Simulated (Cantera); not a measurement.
Cantera run, input and output.

```python
import numpy as np
import cantera as ct

surf = ct.Interface("ptcombust.yaml", "Pt_surf")
gas = surf.adjacent["gas"]
gas.TPX = 300, 36000, {'H2': 0.012, 'O2': 0.2, 'N2': 0.79}
jet = ct.ImpingingJet(gas=gas, width=0.026, surface=surf)
jet.inlet.mdot, jet.inlet.T, jet.inlet.X = 0.02, 300, {'H2': 0.012, 'O2': 0.2, 'N2': 0.79}
jet.set_refine_criteria(ratio=10, slope=0.2, curve=0.3)
show, cover = ['H2', 'O2', 'H2O', 'OH'], ["PT(S)", "H(S)", "O(S)", "OH(S)", "CO(S)", "C(S)"]

rows = []
print(f"{'Ts/K':>7s}" + "".join(f"{s:>11s}" for s in show + cover) + "   (gas at the wall, coverages)")
for i, Ts in enumerate([700, 750, 800, 850, 900]):
    jet.surface.T = Ts
    if i == 0:
        surf.TP = Ts, 36000
        surf.coverages = "PT(S):0.5, O(S):0.5"
        surf.advance_coverages(1.0)
        jet.set_initial_guess(products="inlet")
    jet.solve(loglevel=0, auto=(i == 0))
    rows.append([*(jet.X[gas.species_index(s), -1] for s in show), *surf[cover].coverages])
    print(f"{Ts:7g}" + "".join(f"{x:11.3e}" for x in rows[-1]))
```

It prints:

```
   Ts/K         H2         O2        H2O         OH      PT(S)       H(S)       O(S)      OH(S)      CO(S)       C(S)   (gas at the wall, coverages)
    700  9.752e-04  1.884e-01  2.056e-02  9.417e-11  1.466e-02  6.793e-10  9.833e-01  2.036e-03 -9.649e-24 -5.953e-27
    750  6.332e-04  1.881e-01  2.108e-02  5.237e-10  2.441e-02  1.973e-09  9.737e-01  1.915e-03  1.621e-22  7.235e-29
    800  3.722e-04  1.878e-01  2.146e-02  2.155e-09  4.431e-02  7.000e-09  9.537e-01  1.937e-03  7.662e-20  2.925e-25
    850  2.279e-04  1.877e-01  2.162e-02  7.385e-09  7.518e-02  2.235e-08  9.229e-01  1.934e-03  1.059e-17  2.580e-25
    900  1.558e-04  1.877e-01  2.166e-02  2.185e-08  1.158e-01  6.017e-08  8.823e-01  1.875e-03  2.536e-17 -2.150e-24
```

Cantera simulation using Deutschmann's 1995 Pt surface mechanism with GRI-Mech 3.0 gas chemistry; the numbers are that mechanism's predictions, not measurements. Catalytic surfaces can have several steady states; this one follows from the mechanism file's or the stated starting coverage.
